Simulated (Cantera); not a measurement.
A perfectly stirred reactor is fed with 3.24 % C₃H₈, 14.6 % O₂, 77.0 % N₂, 5.18 % H₂O, equivalence ratio 1.1, at 3750 Torr; it is adiabatic with a 348 K inlet, and is followed from long to short residence time, starting on the burning branch (τ in s: 0.45, 0.17, 0.065, 0.025, 0.0094, 0.0036, 0.0014, 0.00052, 0.0002, 7.5e-05, 2.9e-05, 1.1e-05).

Cantera simulation using GRI-Mech 3.0 (53 species, 325 reactions); the numbers are that mechanism's predictions, not measurements. GRI-Mech 3.0 was tuned for natural gas; its chemistry of propane as a main component is partial and can be far from experiment.

x: mole fraction; the columns are a selection and need not sum to one.

```tsv
τ (s)	T (K)	x C₃H₈	x O₂	x H₂O	x HCO	x H₂	x CH₂CO
0.45	1870	1.12e-7	5.40e-5	0.162	6.95e-9	0.0108	5.65e-7
0.17	1868	2.56e-7	0.000101	0.162	1.22e-8	0.0108	1.02e-6
0.065	1866	…	…	0.162	…	0.0108	…
0.025	1862	1.17e-6	0.000344	0.161	4.70e-8	0.0108	2.54e-6
0.0094	1856	…	…	0.161	…	0.0109	…
0.0036	1846	4.95e-6	0.00120	0.160	2.39e-7	0.0110	5.47e-6
0.0014	1829	1.01e-5	0.00221	0.160	5.59e-7	0.0112	8.75e-6
0.00052	1796	2.38e-5	0.00442	0.158	1.41e-6	0.0115	1.82e-5
0.00020	348	0.0324	0.146	0.0518	<1e-12	<1e-12	<1e-12
7.5e-5	348	0.0324	0.146	0.0518	<1e-12	<1e-12	<1e-12
2.9e-5	348	0.0324	0.146	0.0518	<1e-12	<1e-12	<1e-12
1.1e-5	348	0.0324	0.146	0.0518	<1e-12	<1e-12	<1e-12
```

Problem. What belongs in the gaps?

Solution. 
- 0.065, x C₃H₈: 5.58e-7
- 0.065, x O₂: 0.000187
- 0.065, x HCO: 2.31e-8
- 0.065, x CH₂CO: 1.68e-6
- 0.0094, x C₃H₈: 2.44e-6
- 0.0094, x O₂: 0.000645
- 0.0094, x HCO: 1.04e-7
- 0.0094, x CH₂CO: 3.72e-6
